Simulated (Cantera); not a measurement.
An adiabatic, constant-pressure homogeneous reactor starts with CH4 : C2H6 : C3H8 : O2 : N2 = 1 : 0.045 : 1.2 : 8.87 : 49.7 (molar parts), equivalence ratio 0.92, at 1450 K and 9.87 atm. Integrator tolerance rtol = 1e-08.

Model: GRI-Mech 3.0 (53 species, 325 reactions), integrated in Cantera. GRI-Mech 3.0 was tuned for natural gas; its chemistry of propane as a main component is partial and can be far from experiment.

What does this change do: pressure from 9.87 atm to 12.8 atm?


```tsv
quantity	before	after
time of steepest temperature rise	53.9 µs	46.5 µs
temperature at 7.00 s	2641 K	2651 K
equilibrium temperature	2641 K	2651 K
x(CH4) at 7.00 s	<1e-12 (gas-phase equilibrium <1e-12)	<1e-12 (gas-phase equilibrium <1e-12)
x(C2H6) at 7.00 s	<1e-12 (gas-phase equilibrium <1e-12)	<1e-12 (gas-phase equilibrium <1e-12)
x(C3H8) at 7.00 s	<1e-12 (gas-phase equilibrium <1e-12)	<1e-12 (gas-phase equilibrium <1e-12)
x(HCO) at 7.00 s	1.21e-8 (gas-phase equilibrium 1.21e-8)	1.28e-8 (gas-phase equilibrium 1.28e-8)
x(NO) at 7.00 s	0.00745 (gas-phase equilibrium 0.00745)	0.00745 (gas-phase equilibrium 0.00745)
x(C2H4) at 7.00 s	<1e-12 (gas-phase equilibrium <1e-12)	<1e-12 (gas-phase equilibrium <1e-12)
x(O2) at 7.00 s	0.0137 (gas-phase equilibrium 0.0137)	0.0133 (gas-phase equilibrium 0.0133)
```
The pressure lies above the range GRI-Mech 3.0 was tuned for (to about 10 atm).

What does this change do: initial temperature 1450 to 1300 K?


| quantity | before | after |
|---|---|---|
| time of steepest temperature rise | 53.9 µs | 0.414 ms |
| temperature at 7.00 s | 2641 K | 2548 K |
| equilibrium temperature | 2641 K | 2548 K |
| x(CH4) at 7.00 s | <1e-12 (gas-phase equilibrium <1e-12) | <1e-12 (gas-phase equilibrium <1e-12) |
| x(C2H6) at 7.00 s | <1e-12 (gas-phase equilibrium <1e-12) | <1e-12 (gas-phase equilibrium <1e-12) |
| x(C3H8) at 7.00 s | <1e-12 (gas-phase equilibrium <1e-12) | <1e-12 (gas-phase equilibrium <1e-12) |
| x(HCO) at 7.00 s | 1.21e-8 (gas-phase equilibrium 1.21e-8) | 5.51e-9 (gas-phase equilibrium 5.51e-9) |
| x(NO) at 7.00 s | 0.00745 (gas-phase equilibrium 0.00745) | 0.00613 (gas-phase equilibrium 0.00613) |
| x(C2H4) at 7.00 s | <1e-12 (gas-phase equilibrium <1e-12) | <1e-12 (gas-phase equilibrium <1e-12) |
| x(O2) at 7.00 s | 0.0137 (gas-phase equilibrium 0.0137) | 0.0125 (gas-phase equilibrium 0.0125) |

What does this change do: 2.3 parts H2O added?


| quantity | before | after |
|---|---|---|
| time of steepest temperature rise | 53.9 µs | 55.5 µs |
| temperature at 7.00 s | 2641 K | 2599 K |
| equilibrium temperature | 2641 K | 2599 K |
| x(CH4) at 7.00 s | <1e-12 (gas-phase equilibrium <1e-12) | <1e-12 (gas-phase equilibrium <1e-12) |
| x(C2H6) at 7.00 s | <1e-12 (gas-phase equilibrium <1e-12) | <1e-12 (gas-phase equilibrium <1e-12) |
| x(C3H8) at 7.00 s | <1e-12 (gas-phase equilibrium <1e-12) | <1e-12 (gas-phase equilibrium <1e-12) |
| x(HCO) at 7.00 s | 1.21e-8 (gas-phase equilibrium 1.21e-8) | 9.43e-9 (gas-phase equilibrium 9.43e-9) |
| x(NO) at 7.00 s | 0.00745 (gas-phase equilibrium 0.00745) | 0.00663 (gas-phase equilibrium 0.00663) |
| x(C2H4) at 7.00 s | <1e-12 (gas-phase equilibrium <1e-12) | <1e-12 (gas-phase equilibrium <1e-12) |
| x(O2) at 7.00 s | 0.0137 (gas-phase equilibrium 0.0137) | 0.0129 (gas-phase equilibrium 0.0129) |
